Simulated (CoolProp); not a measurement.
Properties of isobutene along the isobar 3.47 MPa (Tc = 144.9 °C, pc = 4.016 MPa, ω = 0.193).

The numbers come from the reference Helmholtz-energy equation of state, Lemmon 2005 in CoolProp. It is a short technical equation, of lower accuracy than the large ones.

```tsv
T (°C)	phase	density (kg/m³)	cp (kJ/(kg K))	cv (kJ/(kg K))	isothermal compressibility (1/MPa)
-41.15	liquid	667.1	2.089	1.457	0.001333
-24.75	liquid	649.9	2.143	1.498	0.001583
-8.25	liquid	632.1	2.204	1.543	(withheld)
8.15	liquid	613.8	2.272	1.591	0.002317
24.65	liquid	594.5	2.349	1.642	0.002875
41.05	liquid	574.3	2.436	1.695	0.003648
57.55	liquid	552.4	2.537	(withheld)	0.004785
74.05	liquid	(withheld)	2.659	1.808	0.006570
90.45	liquid	501.2	2.818	1.867	0.009649
106.95	liquid	468.7	3.059	1.932	0.01606
123.35	liquid	425.3	3.565	2.008	0.03553
139.85	gas	108.6	4.636	2.162	0.8861
156.25	gas	85.49	3.070	2.109	0.5270
172.75	gas	74.63	2.765	2.120	0.4417
189.25	gas	67.49	2.652	2.149	0.4004
```

Task: Complete the blanks.

Result: 
- -8.25, isothermal compressibility (1/MPa): 0.001903
- 57.55, cv (kJ/(kg K)): 1.750
- 74.05, density (kg/m³): 528.3
